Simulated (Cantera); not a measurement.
Input: 1 mol CCl4, 0.069 mol HCl, 14 mol H2, held at 0.0660 bar.

Equilibrium computed with Cantera from the NASA thermochemical tables; the gas is ideal and each condensed phase is pure. Candidate condensed phases: C, C6H6, C7H8, C8H18; 91 gas species. Kinetics and transport are ignored.

**Question.** Which condensed phases are stable at each of these points (T (K)): 2825, 2875, 2925, 2975, 3025, 3075, 3125, 3175, 3225, 3275, 3325, 3375, 3425, 3475?

**Answer.** 
```tsv
T (K)	condensed phases	C condensed (%)
2825	C(graphite)	17.6
2875	C(graphite)	1.7
2925	gas only	0.0
2975	gas only	0.0
3025	gas only	0.0
3075	gas only	0.0
3125	gas only	0.0
3175	gas only	0.0
3225	gas only	0.0
3275	gas only	0.0
3325	gas only	0.0
3375	gas only	0.0
3425	gas only	0.0
3475	gas only	0.0
```

From 2825 K to 2875 K the condensed part is C(graphite). From 2925 K to 3475 K nothing is condensed.
